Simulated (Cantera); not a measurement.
Charge: 1 mol FeS2, 0.12 mol O2, 9.6 mol CO2, 0.16 mol H2S, at 1525 K and 2100 Pa.

Equilibrium computed with Cantera from the NASA thermochemical tables; the gas is ideal and each condensed phase is pure. Candidate condensed phases: C, C6H6, C7H8, C8H18, Fe, Fe(CO)5, FeO, Fe(OH)2, Fe(OH)3, FeS, FeSO4, FeS2, Fe2O3, Fe2(SO4)3, Fe3O4, H2O, H2SO4, S; 127 gas species. The tables' stoichiometric FeO is somewhat more stable than real wüstite, so its field is too wide. FeO: taken at fixed stoichiometry. The numbers say what is thermodynamically allowed, not how fast it happens.

Base state: CO2 0.556, CO 0.283, SO2 0.101, S2 0.0410, H2O 0.0115, SO 0.00378, H2 0.00218, COS 0.000893 (mole fractions); condensed: FeO(s).

**Question.** What changes in the equilibrium state with this change: O2 from 0.12 to 4.7 mol?

**Answer.** 
```tsv
species	before	after
CO2	0.556	0.700
SO2	0.101	0.157
O2	9.22e-9	0.131
CO	0.283	9.46e-5
S2	0.0410	<1e-9
H2O	0.0115	0.0116
COS	0.000893	<1e-9
S2O	0.000547	<1e-9
H2S	0.000206	<1e-9
FeO(s), mol	1.000	0
Fe3O4(s), mol	0	0.333
```

**Question.** What changes in the equilibrium state with this change: temperature from 1525 K to 1448.15 K?

**Answer.** 
```json
[
 {"species": "CO2", "before": "0.556", "after": "0.607"},
 {"species": "CO", "before": "0.283", "after": "0.242"},
 {"species": "SO2", "before": "0.101", "after": "0.0806"},
 {"species": "S2", "before": "0.0410", "after": "0.0527"},
 {"species": "H2O", "before": "0.0115", "after": "0.0118"},
 {"species": "S", "before": "7.57e-5", "after": "3.46e-5"},
 {"species": "SO", "before": "0.00378", "after": "0.00217"},
 {"species": "FeO(s), mol", "before": "1.000", "after": "1.000"}
]
```
